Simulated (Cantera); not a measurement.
Cantera run, input and output.

```python
import numpy as np
import cantera as ct

gas = ct.Solution("gri30.yaml", transport_model="multicomponent")
show = ['O', 'C2H2', 'NO']

rows = []
print(f"{'T/K':>7s}{'rho':>11s}{'cp':>10s}{'mu':>11s}{'lambda':>11s}{'Pr':>7s}" + "".join(f"{'D_' + s:>11s}" for s in show))
for T in [400, 600, 800, 1000, 1200, 1400]:
    gas.TPX = T, 180, {'NO': 0.99, 'CO2': 0.8, 'H2O': 0.86, 'N2': 0.66}
    Pr = gas.cp_mass * gas.viscosity / gas.thermal_conductivity
    D = [gas.mix_diff_coeffs_mole[gas.species_index(s)] for s in show]
    rows.append([gas.density, gas.cp_mass, gas.viscosity, gas.thermal_conductivity, Pr, *D])
    print(f"{T:7g}{gas.density:11.4e}{gas.cp_mass:10.1f}{gas.viscosity:11.4e}"
          f"{gas.thermal_conductivity:11.4e}{Pr:7.3f}" + "".join(f"{d:11.4e}" for d in D))
print("SI units: kg/m3, J/kg/K, Pa s, W/m/K, m2/s")
```

Output:

```
    T/K        rho        cp         mu     lambda     Pr        D_O     D_C2H2       D_NO
    400 1.6171e-03    1127.5 1.9942e-05 3.2944e-02  0.683 2.9464e-02 1.4833e-02 1.8104e-02
    600 1.0780e-03    1212.4 2.7786e-05 4.9491e-02  0.681 5.9588e-02 3.0906e-02 3.7185e-02
    800 8.0853e-04    1290.5 3.4732e-05 6.5828e-02  0.681 9.7238e-02 5.1212e-02 6.1148e-02
   1000 6.4682e-04    1357.4 4.1049e-05 8.1797e-02  0.681 1.4162e-01 7.5245e-02 8.9444e-02
   1200 5.3902e-04    1410.2 4.6895e-05 9.7102e-02  0.681 1.9220e-01 1.0267e-01 1.2171e-01
   1400 4.6202e-04    1454.3 5.2372e-05 1.1187e-01  0.681 2.4858e-01 1.3326e-01 1.5767e-01
SI units: kg/m3, J/kg/K, Pa s, W/m/K, m2/s
```

Detailed kinetics in Cantera: GRI-Mech 3.0 (53 species, 325 reactions). Polar gases are described roughly by these parameters. The composition is frozen, though it would react at the higher temperatures.
